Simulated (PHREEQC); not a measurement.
PHREEQC input (ion-association model, wateq4f.dat):

```
SOLUTION_MASTER_SPECIES
  An  An-  0  An  62.0  # stands for a non-complexing anion
SOLUTION_SPECIES
  An- = An-
    -log_k 0
    -gamma 3.0 0
PHASES
  Fix_H+
    H+ = H+
    -log_k 0
SOLUTION 1
  temp 25
  units mmol/kgw
  pH 7 charge
  As(5) 0.064
  Na 6.228
  F 1.1
  An 5
END
SELECTED_OUTPUT 1
  -reset false
  -pH true
  -pe true
  -ionic_strength true
  -water true
  -totals As F Na As(3) As(5)
  -molalities Hfo_wOH Hfo_wOH2+ Hfo_wO- Hfo_sOH Hfo_sOH2+ Hfo_sO- Hfo_wF Hfo_wOHF- Hfo_wH2AsO4 Hfo_wHAsO4-
    Hfo_wOHAsO4-3
USER_PUNCH 1
  -headings sigma psi
  10 PUNCH EDL("sigma", "Hfo"), EDL("psi", "Hfo")
PRINT
  -reset false
USE solution 1
SURFACE 1
  Hfo_wOH 0.000494382 600 0.22
  Hfo_sOH 1.23596e-05
EQUILIBRIUM_PHASES 1
  Fix_H+ -3 HAn 10
    -force_equality true
  O2(g) -0.68 10
END
# ... the last block is repeated for the other 12 points of pH, with NaOH or the acid as the point needs
```

Selected output (columns that matter, 13 of 13 rows; pH added in front):

```
pH	mu	As	F	Na	m_Hfo_wOH	m_Hfo_wOH2+	m_Hfo_wO-	m_Hfo_sOH	m_Hfo_sOH2+	m_Hfo_sO-	m_Hfo_wF	m_Hfo_wOHF-	sigma	psi
3	0.0073691	1.0546e-08	0.00079991	0.006228	1.9049e-06	0.0001284	6.474e-10	1.8068e-07	1.2179e-05	6.1405e-11	0.00029334	6.7385e-06	0.085348	0.1456
3.67	0.0064983	1.1868e-08	0.00079466	0.006228	4.7812e-06	0.00012027	4.3543e-09	4.7254e-07	1.1887e-05	4.3035e-10	0.00028763	1.7706e-05	0.060506	0.13129
4.33	0.006307	9.5166e-09	0.00082105	0.006228	1.448e-05	0.00013693	3.5078e-08	1.1817e-06	1.1175e-05	2.8627e-09	0.00023969	3.9249e-05	0.045275	0.11738
5	0.0062583	7.3938e-09	0.0008712	0.006228	4.1408e-05	0.00015994	2.4559e-07	2.5387e-06	9.8058e-06	1.5057e-08	0.00016332	6.5475e-05	0.032318	0.10075
5.67	0.0062419	7.0836e-09	0.00093936	0.006228	9.4762e-05	0.0001738	1.1837e-06	4.3419e-06	7.9634e-06	5.4234e-08	8.7102e-05	7.354e-05	0.021123	0.08025
6.33	0.0062337	9.5811e-09	0.0010112	0.006228	0.00016512	0.00017283	3.6138e-06	5.9748e-06	6.254e-06	1.3076e-07	3.5826e-05	5.3e-05	0.012102	0.055616
7	0.0062282	2.6175e-08	0.0010652	0.006228	0.00022575	0.00016273	7.1743e-06	7.052e-06	5.0835e-06	2.2411e-07	1.1038e-05	2.3711e-05	0.0047989	0.025564
7.67	0.0062238	1.9316e-07	0.0010901	0.006228	0.00025768	0.00015301	9.9415e-06	7.5716e-06	4.4959e-06	2.9212e-07	2.7568e-06	7.1893e-06	-0.0016456	-0.0090881
8.33	0.0062206	2.2946e-06	0.0010974	0.006228	0.00027493	0.00014307	1.2104e-05	7.9006e-06	4.1112e-06	3.4781e-07	6.4788e-07	1.9279e-06	-0.0091144	-0.04474
9	0.0062267	1.5319e-05	0.0010992	0.006228	0.00030928	0.00011688	1.8749e-05	8.5919e-06	3.2469e-06	5.2084e-07	1.5607e-07	6.3949e-07	-0.019327	-0.076156
9.67	0.0062772	3.5396e-05	0.0010997	0.0062664	0.00035262	7.471e-05	3.8128e-05	9.3634e-06	1.9838e-06	1.0124e-06	3.8047e-08	2.7807e-07	-0.032481	-0.10092
10.33	0.0065307	5.1561e-05	0.0010999	0.0065112	0.00036603	4.1095e-05	7.4688e-05	9.3895e-06	1.0542e-06	1.9159e-06	8.6274e-09	1.1899e-07	-0.052169	-0.12365
11	0.0074848	6.0883e-05	0.0011	0.0074568	0.00034084	2.049e-05	0.00012989	8.576e-06	5.1555e-07	3.2681e-06	1.7075e-09	4.398e-08	-0.088821	-0.14724
```

The oxide is taken as insoluble; below pH 4 it would dissolve.
